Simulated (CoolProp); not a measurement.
Properties of oxygen along the isobar 2020 kPa (Tc = 154.6 K, pc = 5046 kPa, ω = 0.022).

Model: reference Helmholtz-energy equation of state, Schmidt 1985, in CoolProp.

| T (K) | phase | density (kg/m³) | cp (kJ/(kg K)) | speed of sound (m/s) | expansivity (1/kK) | viscosity (µPa s) |
|---|---|---|---|---|---|---|
| 60.3 | liquid | 1283 | 1.669 | 1132 | ___ | 579 |
| 70.9 | liquid | 1236 | 1.674 | 1066 | 3.671 | ___ |
| 81.5 | liquid | 1187 | 1.676 | 983.0 | 3.951 | 254 |
| 92.1 | liquid | 1136 | 1.695 | 898.1 | 4.353 | 189 |
| 102.8 | liquid | 1081 | 1.737 | 809.5 | 4.958 | 146 |
| 113.4 | liquid | ___ | 1.817 | 716.0 | 5.900 | 115 |
| 124 | liquid | 951.5 | 1.971 | 611.9 | ___ | 90.5 |
| 134.6 | gas | 77.47 | 1.627 | 190.2 | 18.79 | 10.9 |
| 145.2 | gas | 65.89 | 1.300 | 207.4 | 12.86 | ___ |

Problem. Fill in the missing entries.

Solution. 
- 60.3, expansivity (1/kK): 3.406
- 70.9, viscosity (µPa s): 365
- 113.4, density (kg/m³): 1021
- 124, expansivity (1/kK): 7.584
- 145.2, viscosity (µPa s): 11.6

Viscosity comes from a separate model (Lemmon 2004).
